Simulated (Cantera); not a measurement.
A closed system holds: 1 mol CH3Cl, equilibrated at 2.18 Torr.

Method: chemical equilibrium by Gibbs-energy minimisation in Cantera with the NASA 1993 tables (ideal gas, pure condensed phases). Candidate condensed phases: C, C6H6, C7H8, C8H18; 91 gas species. Kinetics and transport are ignored. All values below are at 1727 °C.

Base state: H2 0.488, HCl 0.476, H 0.0211, Cl 0.0153, C2H2 (acetylene) 0.000375 (mole fractions); condensed: C(graphite).

Q: What changes in the equilibrium state with this change: pressure from 2.18 Torr to 188 Torr?

A: 
```json
[
 {"species": "H2", "before": "0.488", "after": "0.498"},
 {"species": "HCl", "before": "0.476", "after": "0.497"},
 {"species": "H", "before": "0.0211", "after": "0.00230"},
 {"species": "Cl", "before": "0.0153", "after": "0.00171"},
 {"species": "CH4", "before": "2.93e-7", "after": "2.63e-5"},
 {"species": "C2H2 (acetylene)", "before": "0.000375", "after": "0.000383"},
 {"species": "C(graphite), mol", "before": "0.998", "after": "0.998"}
]
```
